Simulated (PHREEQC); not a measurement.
Dissolve 0.0034 mol/kgw HF, 0.0035 mol/kgw NH4HF2 and 0.0021 mol/kgw H2SO4 at 70 °C. It is in equilibrium with CO2 at log p = -3.4 (atm). Otherwise closed; pH follows from the charge balance.

All values are PHREEQC results (ion-association model, wateq4f.dat), not measurements.

| quantity | before | after |
|---|---|---|
| pH | 2.78 | 3.33 |
| ionic strength (mol/kgw) | 0.00674 | 0.00998 |
| HF (mol/kgw) | 0.00861 | 0.00606 |
| F- (mol/kgw) | 0.00160 | 0.00409 |
| SO4-2 (mol/kgw) | 0.00149 | 0.00184 |
| HSO4- (mol/kgw) | 0.000561 | 0.000185 |

Problem. Name the change that produced these shifts.
A. temperature from 70 to 15 °C
B. H2SO4 replaced by Li2SO4 at the same molality
C. HF left out
D. temperature from 70 to 20 °C
E. NH4HF2 left out

Solution. B, H2SO4 replaced by Li2SO4 at the same molality

No solid was allowed to form. At this temperature some constants are extrapolated from 25 °C, and those without enthalpy data are left unchanged.
